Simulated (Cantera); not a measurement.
# Carbon deposition, reforming and gasification: C₂H₄ + CO₂ + N₂

Feed: 1 mol C₂H₄, 0.045 mol CO₂, 0.23 mol N₂, at 1900 °C.

Method: chemical equilibrium by Gibbs-energy minimisation in Cantera with the NASA 1993 tables (ideal gas, pure condensed phases). Candidate condensed phases: C, C₆H₆, C₇H₈, C₈H₁₈, H₂O; 136 gas species. The ideal-gas law is rough above about 30 bar. The numbers say what is thermodynamically allowed, not how fast it happens.

| P (Pa) | x H₂ | x H | x N₂ | x CO | x CH₄ | x HCN | n C(graphite) |
|---|---|---|---|---|---|---|---|
| 10 | 0.531 | 0.351 | 0.0786 | 0.0320 | 7.85e-9 | 0.00563 | 1.93 |
| 100 | 0.735 | 0.131 | 0.0888 | 0.0363 | 1.51e-7 | 0.00705 | 1.93 |
| 1000 | 0.816 | 0.0436 | 0.0929 | 0.0379 | 1.86e-6 | 0.00759 | 1.93 |
| 10000 | 0.843 | 0.0140 | 0.0943 | 0.0385 | 1.98e-5 | 0.00777 | 1.93 |
| 100000 | 0.852 | 0.00445 | 0.0947 | 0.0387 | 0.000202 | 0.00783 | 1.93 |
| 1000000 | 0.852 | 0.00141 | 0.0950 | 0.0388 | 0.00203 | 0.00785 | 1.92 |
| 10000000 | 0.833 | 0.000440 | 0.0967 | 0.0394 | 0.0193 | 0.00783 | 1.88 |
x: gas mole fraction; n: condensed amount in mol.

From 10.0 Pa to 1.00e7 Pa the condensed part is C(graphite). The main C-bearing gas is CO throughout. The share of C in condensed phases is highest at 10.0 Pa (94.4 %) and lowest at 1.00e7 Pa (92.0 %).
